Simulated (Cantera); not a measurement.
Cantera run:

```python
import numpy as np
import cantera as ct

gas_names = """
    CL CL2 H HCL H2 Mg MgCL MgCL2 MgH MgN Mg2 N NH NH2 NH3 N2 N2H2 N2H4
""".split()
cond_names = """
    Mg(cr) Mg(L) MgCL2(s) MgCL2(L) NH4CL(a) NH4CL(b)
""".split()


def load(file, names, dense=False):
    # The tables refer to 1 bar. Condensed volumes are neglected.
    table = {s.name: s for s in ct.Species.list_from_file(file)}
    out = []
    for n in names:
        d = dict(table[n].input_data)
        d["thermo"] = dict(d["thermo"], **{"reference-pressure": 1e5})
        if dense:
            d["equation-of-state"] = {"model": "constant-volume", "density": "1e6 g/cm^3"}
        out.append(ct.Species.from_dict(d))
    return out


gas = ct.Solution(thermo="ideal-gas", species=load("nasa_gas.yaml", gas_names))
cond = {s.name: ct.Solution(thermo="fixed-stoichiometry", species=[s], name=s.name)
        for s in load("nasa_condensed.yaml", cond_names, dense=True)}
atoms = {
    'MgCl2': {'Mg': 1, 'CL': 2},
    'HCl': {'H': 1, 'CL': 1},
    'N2': {'N': 2},
    'NH3': {'N': 1, 'H': 3},
}
top_T = {}  # K; cautious upper limits of use, not melting points


def equilibrate(T, P, feed):
    n = {}
    for name, mol in feed.items():
        for a, k in atoms[name].items():
            n[a] = n.get(a, 0.0) + k * mol
    gas.TPX = T, P, n
    mass = sum(n.values()) * gas.mean_molecular_weight
    gas.equilibrate("TP")
    valid = [c for c in cond.values() if c.min_temp <= T <= top_T.get(c.name, c.max_temp)]
    mix = ct.Mixture([(gas, mass / gas.mean_molecular_weight)] + [(c, 0.0) for c in valid])
    mix.T, mix.P = T, P
    mix.equilibrate("TP", solver="vcs", rtol=1e-11, max_steps=5000)
    return mix


results = []
feed = {'MgCl2': 1, 'HCl': 1.6, 'N2': 2.4, 'NH3': 0.011}  # mol
P = 1000  # Pa
for T in [700, 800, 900, 1000, 1100, 1200, 1300, 1400, 1500, 1600, 1700, 1800, 1900, 2000]:
    mix = equilibrate(T, P, feed)
    results.append((T, P, feed, dict(zip(mix.species_names, mix.species_moles))))
    x = sorted(zip(gas.X, gas.species_names), reverse=True)
    print(f"T = {T:g} K  P = {P:g} Pa  gas = {mix.phase_moles(0):.4g} mol")
    print("   x: " + "  ".join(f"{s} {v:.3e}" for v, s in x if v > 0.0001))
    print("   condensed (mol): " + ("  ".join(f"{mix.phase(i).name} {mix.phase_moles(i):.4g}"
          for i in range(1, mix.n_phases) if mix.phase_moles(i) > 1e-12) or "none"))
```

It prints:

```
T = 700 K  P = 1000 Pa  gas = 4.022 mol
   x: N2 5.981e-01  HCL 3.978e-01  H2 4.102e-03
   condensed (mol): MgCL2(s) 1
T = 800 K  P = 1000 Pa  gas = 4.022 mol
   x: N2 5.981e-01  HCL 3.978e-01  H2 4.102e-03
   condensed (mol): MgCL2(s) 0.9999
T = 900 K  P = 1000 Pa  gas = 4.025 mol
   x: N2 5.976e-01  HCL 3.975e-01  H2 4.099e-03  MgCL2 8.619e-04
   condensed (mol): MgCL2(s) 0.9965
T = 1000 K  P = 1000 Pa  gas = 4.1 mol
   x: N2 5.867e-01  HCL 3.902e-01  MgCL2 1.903e-02  H2 4.024e-03
   condensed (mol): MgCL2(L) 0.922
T = 1100 K  P = 1000 Pa  gas = 4.751 mol
   x: N2 5.064e-01  HCL 3.368e-01  MgCL2 1.534e-01  H2 3.474e-03
   condensed (mol): MgCL2(L) 0.2715
T = 1200 K  P = 1000 Pa  gas = 5.022 mol
   x: N2 4.790e-01  HCL 3.186e-01  MgCL2 1.991e-01  H2 3.290e-03
   condensed (mol): none
T = 1300 K  P = 1000 Pa  gas = 5.022 mol
   x: N2 4.790e-01  HCL 3.185e-01  MgCL2 1.991e-01  H2 3.311e-03
   condensed (mol): none
T = 1400 K  P = 1000 Pa  gas = 5.023 mol
   x: N2 4.789e-01  HCL 3.183e-01  MgCL2 1.991e-01  H2 3.394e-03  CL 2.189e-04
   condensed (mol): none
T = 1500 K  P = 1000 Pa  gas = 5.024 mol
   x: N2 4.788e-01  HCL 3.177e-01  MgCL2 1.990e-01  H2 3.652e-03  CL 7.460e-04
   condensed (mol): none
T = 1600 K  P = 1000 Pa  gas = 5.027 mol
   x: N2 4.785e-01  HCL 3.162e-01  MgCL2 1.989e-01  H2 4.299e-03  CL 2.074e-03
   condensed (mol): none
T = 1700 K  P = 1000 Pa  gas = 5.034 mol
   x: N2 4.778e-01  HCL 3.130e-01  MgCL2 1.986e-01  H2 5.604e-03  CL 4.791e-03  H 1.103e-04
   condensed (mol): none
T = 1800 K  P = 1000 Pa  gas = 5.047 mol
   x: N2 4.766e-01  HCL 3.076e-01  MgCL2 1.980e-01  CL 9.537e-03  H2 7.814e-03  H 3.165e-04
   condensed (mol): none
T = 1900 K  P = 1000 Pa  gas = 5.069 mol
   x: N2 4.746e-01  HCL 2.992e-01  MgCL2 1.969e-01  CL 1.702e-02  H2 1.108e-02  H 8.354e-04  MgCL 2.649e-04  Mg 1.451e-04
   condensed (mol): none
T = 2000 K  P = 1000 Pa  gas = 5.104 mol
   x: N2 4.713e-01  HCL 2.873e-01  MgCL2 1.946e-01  CL 2.812e-02  H2 1.532e-02  H 2.013e-03  MgCL 6.952e-04  Mg 6.366e-04
   condensed (mol): none
```

Cantera equilibrium calculation (NASA polynomials, part measured and part estimated; ideal gas, pure solids and liquids).
